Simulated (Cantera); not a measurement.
Adiabatic ignition

An adiabatic, constant-pressure homogeneous reactor starts with 3.93 % CH₄, 20.2 % O₂, 75.9 % N₂, at 1598 K and 760 Torr.

Computed with Cantera and GRI-Mech 3.0 (53 species, 325 reactions).

| t (s) | T (K) | x CH₄ | x O₂ | x CH₃ | x CO₂ | x HCO | x H₂O |
|---|---|---|---|---|---|---|---|
| 2.00e-6 | 1598 | 0.0393 | 0.202 | 4.84e-7 | <1e-12 | <1e-12 | 6.29e-8 |
| 6.65e-6 | 1598 | 0.0393 | 0.202 | 2.00e-6 | 1.51e-11 | 1.44e-12 | 4.85e-7 |
| 2.21e-5 | 1598 | 0.0393 | 0.202 | 7.98e-6 | 3.80e-10 | 2.16e-11 | 2.90e-6 |
| 7.37e-5 | 1598 | 0.0393 | 0.202 | 4.02e-5 | 1.90e-8 | 4.89e-10 | 2.67e-5 |
| 0.000245 | 1601 | 0.0381 | 0.201 | 0.000432 | 6.22e-6 | 9.04e-8 | 0.000836 |
| 0.000816 | 2323 | <1e-12 | 0.120 | <1e-12 | 0.0358 | 3.33e-10 | 0.0723 |
| 0.00271 | 2359 | <1e-12 | 0.121 | <1e-12 | 0.0374 | 1.05e-10 | 0.0741 |
| 0.00903 | 2357 | <1e-12 | 0.120 | <1e-12 | 0.0374 | 1.02e-10 | 0.0742 |
| 0.0301 | 2350 | <1e-12 | 0.118 | <1e-12 | 0.0374 | 9.58e-11 | 0.0743 |
| 0.100 | 2341 | <1e-12 | 0.116 | <1e-12 | 0.0375 | 8.71e-11 | 0.0745 |
x: mole fraction; the columns are a selection and need not sum to one.

The time of steepest temperature rise comes out as 0.393 ms. The temperature at 0.100 s comes out as 2341 K and the equilibrium temperature comes out as 2338 K. The x(CH₄) at 0.100 s is <1e-12 (gas-phase equilibrium <1e-12) and the x(O₂) at 0.100 s is 0.116 (gas-phase equilibrium 0.115). The x(CH₃) at 0.100 s is <1e-12 (gas-phase equilibrium <1e-12).
